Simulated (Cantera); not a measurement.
Feed: 1 mol CH3Cl, 0.11 mol H2, held at 0.810 bar.

Method: chemical equilibrium by Gibbs-energy minimisation in Cantera with the NASA 1993 tables (ideal gas, pure condensed phases). Candidate condensed phases: C, C6H6, C7H8, C8H18; 103 gas species. Ions and electrons are included (thermal ionisation). The tables' values for CCl are old estimates; treat these amounts as uncertain. Kinetics and transport are ignored.

x: gas mole fraction; n: condensed amount in mol.

```tsv
T (K)	x H	x H2	x HCl	x Cl	x C	x C2H2 (acetylene)	x C3	x C2	x C2H	n C(graphite)
2500	0.0199	0.508	0.454	0.0126	2.05e-7	0.00550	6.14e-7	5.65e-8	1.55e-5	0.976
3000	0.114	0.426	0.363	0.0665	6.26e-5	0.0265	0.000385	3.91e-5	0.00122	0.858
3500	0.314	0.229	0.174	0.159	0.00367	0.0491	0.0361	0.00404	0.0212	0.108
4000	(withheld)	(withheld)	(withheld)	0.199	(withheld)	(withheld)	(withheld)	(withheld)	(withheld)	0
4500	0.617	(withheld)	(withheld)	0.201	(withheld)	(withheld)	(withheld)	(withheld)	(withheld)	0
5000	0.617	0.00746	0.00368	0.194	0.159	1.28e-5	0.00287	0.0137	0.000924	0
```

Q: Some entries are withheld; supply them.

A: 
- 4500, x H2: 0.0258
- 4500, x HCl: 0.0130
- 4500, x C: 0.0919
- 4500, x C2H2 (acetylene): 0.000361
- 4500, x C3: 0.0200
- 4500, x C2: 0.0236
- 4500, x C2H: 0.00587
- 4000, x H: 0.540
- 4000, x H2: 0.0931
- 4000, x HCl: 0.0526
- 4000, x C: 0.0270
- 4000, x C2H2 (acetylene): 0.00621
- 4000, x C3: 0.0454
- 4000, x C2: 0.0158
- 4000, x C2H: 0.0176
